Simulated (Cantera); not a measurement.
An adiabatic, constant-pressure homogeneous reactor starts with H2 : O2 : N2 : H2O = 1 : 0.294 : 2.09 : 0.53 (molar parts), equivalence ratio 1.7, at 1450 K and 165 Torr.

Computed with Cantera and the H2/O2 subset of GRI-Mech 3.0, which has no nitrogen chemistry.

**Question.** Predict: time of steepest temperature rise; temperature at 1.00 s; equilibrium temperature; x(H2) at 1.00 s; x(O2) at 1.00 s; x(H2O) at 1.00 s; x(OH) at 1.00 s; x(O) at 1.00 s; x(HO2) at 1.00 s; x(H) at 1.00 s.

**Answer.** 
```
Quantity                                                              Result
---------------------------------  -----------------------------------------
time of steepest temperature rise                                   0.120 ms
temperature at 1.00 s                                                 2365 K
equilibrium temperature                                               2365 K
x(H2) at 1.00 s                          0.111 (gas-phase equilibrium 0.111)
x(O2) at 1.00 s                    0.000300 (gas-phase equilibrium 0.000300)
x(H2O) at 1.00 s                         0.301 (gas-phase equilibrium 0.301)
x(OH) at 1.00 s                      0.00457 (gas-phase equilibrium 0.00457)
x(O) at 1.00 s                     0.000267 (gas-phase equilibrium 0.000267)
x(HO2) at 1.00 s                     8.62e-8 (gas-phase equilibrium 8.62e-8)
x(H) at 1.00 s                       0.00963 (gas-phase equilibrium 0.00963)
```
